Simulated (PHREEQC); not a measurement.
AlCl3 is added in steps, without added water, to 1 kg of water holding 0.002 mol/kgw NiCl2 and 0.00089 mol/kgw MnSO4, at 50 °C. No oxygen is let in. No CO2 enters from the air. The run lets Al(OH)3(a), Pyrochroite, Ni(OH)2, Ni4(OH)6SO4, Basaluminite, Morenosite precipitate or redissolve, and no other solid.

Base run: PHREEQC, ion-association model, wateq4f.dat. Each further column changes one thing. The table gives pH.

| AlCl3 added (mol) | base | metal-ligand complexes left out | all activity coefficients set to 1 | Debye-Hückel limiting law | Davies equation for every ion |
|---|---|---|---|---|---|
| 0 | 6.01 | 6.00 | 5.95 | 6.02 | 6.02 |
| 0.0009 | 3.86 | 3.80 | 3.80 | 3.90 | 3.88 |
| 0.0021 | 3.68 | 3.64 | 3.56 | 3.74 | 3.71 |
| 0.003 | 3.60 | 3.58 | 3.47 | 3.68 | 3.64 |
| 0.0039 | 3.55 | 3.53 | 3.40 | 3.65 | 3.60 |
| 0.0051 | 3.50 | 3.48 | 3.33 | 3.62 | 3.55 |
| 0.006 | 3.46 | 3.46 | 3.29 | 3.60 | 3.53 |

At this temperature some constants are extrapolated from 25 °C, and those without enthalpy data are left unchanged.
